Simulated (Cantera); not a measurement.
A closed system holds: 1 mol B2O3, 0.66 mol N2, held at 1950 K.

Equilibrium computed with Cantera from the NASA thermochemical tables; the gas is ideal and each condensed phase is pure. Candidate condensed phases: B, BN, B2O3; 17 gas species. The numbers say what is thermodynamically allowed, not how fast it happens.

**Question.** What share of the B ends up in condensed phases as a function of P (Pa), at 10, 32, 100, 320, 1000, 3200, 10000, 32000, 100000?

**Answer.** 
```
P (Pa)  B condensed (%)       as
------  ---------------  -------
10                  0.0        -
32                  0.0        -
100                 0.0        -
320                 0.0        -
1000                0.0        -
3200                0.0        -
10000              79.9  B2O3(l)
32000              94.8  B2O3(l)
100000             98.4  B2O3(l)
```
